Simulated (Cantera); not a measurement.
Input: 1 mol Si3N4, 0.11 mol H2O, 400 mol N2, 2.2 mol CO2, equilibrated at 0.000430 bar.

These are equilibrium values from Cantera (NASA tables, ideal gas, pure condensed phases), not measurements of a reactor. Candidate condensed phases: C, C6H6, C7H8, C8H18, H2O, Si, SiC, SiO2, Si2N2O, Si3N4; 151 gas species. Mutual solubility and eutectic melting of coexisting phases are not modelled. The tables hold silica as quartz up to 1696 K and as liquid above; real silica turns to tridymite and cristobalite and melts near 1996 K. Kinetics and transport are ignored.

**Question.** What share of the Si ends up in condensed phases as a function of T (K), at 1150, 1200, 1250, 1300, 1350, 1400, 1450, 1500, 1550, 1600, 1650, 1700?

**Answer.** 
```json
[
 {"T (K)": "1150", "Si condensed (%)": "100.0", "as": "SiO2(β-quartz) + Si2N2O(s)"},
 {"T (K)": "1200", "Si condensed (%)": "100.0", "as": "SiO2(β-quartz) + Si2N2O(s)"},
 {"T (K)": "1250", "Si condensed (%)": "99.7", "as": "SiO2(β-quartz) + Si2N2O(s)"},
 {"T (K)": "1300", "Si condensed (%)": "98.1", "as": "SiO2(β-quartz) + Si2N2O(s)"},
 {"T (K)": "1350", "Si condensed (%)": "89.5", "as": "SiO2(β-quartz) + Si2N2O(s)"},
 {"T (K)": "1400", "Si condensed (%)": "47.7", "as": "SiO2(β-quartz) + Si2N2O(s)"},
 {"T (K)": "1450", "Si condensed (%)": "46.0", "as": "Si2N2O(s)"},
 {"T (K)": "1500", "Si condensed (%)": "46.0", "as": "Si2N2O(s)"},
 {"T (K)": "1550", "Si condensed (%)": "11.4", "as": "SiC(s)"},
 {"T (K)": "1600", "Si condensed (%)": "11.1", "as": "SiC(s)"},
 {"T (K)": "1650", "Si condensed (%)": "10.4", "as": "SiC(s)"},
 {"T (K)": "1700", "Si condensed (%)": "8.5", "as": "SiC(s)"}
]
```
